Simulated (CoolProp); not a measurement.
Vapour-liquid equilibrium of propane (1) + neopentane (2) at 281.7 K; x and y are mole fractions of (1).

Computed with CoolProp (multi-fluid Helmholtz-energy mixture model, Lemmon 2009 and Lemmon 2006; pair parameters Bell 2016).

```json
[
 {"x": "0.05", "bubble pressure (kPa)": "110.3", "y at the bubble point": "0.152", "dew pressure at overall composition x (kPa)": "101.7", "liquid density (mol/L)": "8.491"},
 {"x": "0.15", "bubble pressure (kPa)": "135.7", "y at the bubble point": "0.377", "dew pressure at overall composition x (kPa)": "110.1", "liquid density (mol/L)": "___"},
 {"x": "0.25", "bubble pressure (kPa)": "164.4", "y at the bubble point": "0.544", "dew pressure at overall composition x (kPa)": "120.1", "liquid density (mol/L)": "9.110"},
 {"x": "0.35", "bubble pressure (kPa)": "198.6", "y at the bubble point": "0.676", "dew pressure at overall composition x (kPa)": "___", "liquid density (mol/L)": "9.443"},
 {"x": "0.45", "bubble pressure (kPa)": "240.7", "y at the bubble point": "0.780", "dew pressure at overall composition x (kPa)": "146.8", "liquid density (mol/L)": "9.790"},
 {"x": "0.55", "bubble pressure (kPa)": "___", "y at the bubble point": "0.860", "dew pressure at overall composition x (kPa)": "165.6", "liquid density (mol/L)": "10.15"},
 {"x": "0.65", "bubble pressure (kPa)": "354.2", "y at the bubble point": "___", "dew pressure at overall composition x (kPa)": "190.5", "liquid density (mol/L)": "___"},
 {"x": "0.75", "bubble pressure (kPa)": "425.0", "y at the bubble point": "0.956", "dew pressure at overall composition x (kPa)": "226.3", "liquid density (mol/L)": "___"},
 {"x": "0.85", "bubble pressure (kPa)": "___", "y at the bubble point": "0.981", "dew pressure at overall composition x (kPa)": "284.6", "liquid density (mol/L)": "11.24"},
 {"x": "0.95", "bubble pressure (kPa)": "576.2", "y at the bubble point": "0.995", "dew pressure at overall composition x (kPa)": "412.0", "liquid density (mol/L)": "11.57"}
]
```

Question: Some entries are withheld; supply them.

Answer: 
- 0.15, liquid density (mol/L): 8.792
- 0.35, dew pressure at overall composition x (kPa): 132.1
- 0.55, bubble pressure (kPa): 292.4
- 0.65, y at the bubble point: 0.917
- 0.65, liquid density (mol/L): 10.51
- 0.75, liquid density (mol/L): 10.88
- 0.85, bubble pressure (kPa): 501.2

No azeotrope shows between x = 0.05 and 0.95.

The pair parameters rest on a limited set of measurements; away from them the model extrapolates.
